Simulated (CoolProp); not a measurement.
Chlorine along the isobar 8980 kPa: density (kg/m³) from the reference equation and from simpler models built on Tc = 416.9 K, pc = 7642 kPa, ω = 0.070; each cubic takes its own stable root.

Model: reference Helmholtz-energy equation of state, Thol 2021, in CoolProp.

| T (K) | phase | reference | van der Waals | Redlich-Kwong | Soave-Redlich-Kwong | Peng-Robinson |
|---|---|---|---|---|---|---|
| 258.3 | liquid | 1527 | 976.1 | 1417 | 1416 | 1596 |
| 274.5 | liquid | 1483 | 952.7 | 1374 | 1375 | 1552 |
| 290.7 | liquid | 1437 | 927.9 | 1329 | 1331 | 1503 |
| 306.9 | liquid | 1390 | 901.5 | 1279 | 1284 | 1450 |
| 323.1 | liquid | 1341 | 873.0 | [?] | 1232 | 1392 |
| 339.3 | liquid | 1287 | 841.9 | [?] | 1175 | 1327 |
| 355.4 | liquid | 1230 | 807.7 | 1103 | 1111 | 1254 |
| 371.6 | liquid | 1166 | 768.8 | [?] | 1038 | 1170 |
| 387.8 | liquid | 1091 | 723.2 | 944.6 | 951.9 | 1069 |
| 404 | liquid | 996.7 | 666.0 | 837.1 | 841.9 | 940.0 |
| 420.2 | supercritical | 844.6 | 583.3 | 674.0 | 671.5 | 738.0 |

Task: Complete the blanks.

Result: 
- 323.1, Redlich-Kwong: 1226
- 339.3, Redlich-Kwong: 1168
- 371.6, Redlich-Kwong: 1030
